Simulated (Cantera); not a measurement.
A closed system holds: 1 mol PbO, 20 mol CO, equilibrated at 2250 K and 9.40 bar.

Equilibrium computed with Cantera from the NASA thermochemical tables; the gas is ideal and each condensed phase is pure. Candidate condensed phases: C, Pb, PbO, PbO2, Pb3O4; 15 gas species. Gases not in the tables: (PbO)n polymers. Equilibrium is a limit: real reactors are often held back by kinetics, nucleation or transport.

Base state: CO 0.905, CO2 0.0475, Pb 0.0474, PbO 0.000139, Pb2 6.61e-5 (mole fractions); condensed: gas only.

### Question
What changes in the equilibrium state with this change: CO from 20 to 1.8 mol?

### Answer
```tsv
species	before	after
CO2	0.0475	0.351
CO	0.905	0.316
Pb	0.0474	0.311
PbO	0.000139	0.0193
Pb2	6.61e-5	0.00284
Pb(l), mol	0	0.0950
```
